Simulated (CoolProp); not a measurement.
Values from CoolProp's reference Helmholtz-energy equation of state, Gao 2020.

Q: Give the vapour pressure (bar), liquid density (kg/m³), enthalpy of vaporisation (kJ/kg), surface tension (mN/m) of saturated ammonia at 317.5 K.

A: 
```json
[
 {"T (K)": "317.5", "p (bar)": "17.5", "liquid density (kg/m³)": "572", "enthalpy of vaporisation (kJ/kg)": "1080", "surface tension (mN/m)": "16.1"}
]
```

Surface tension comes from a separate correlation (Mulero 2012).
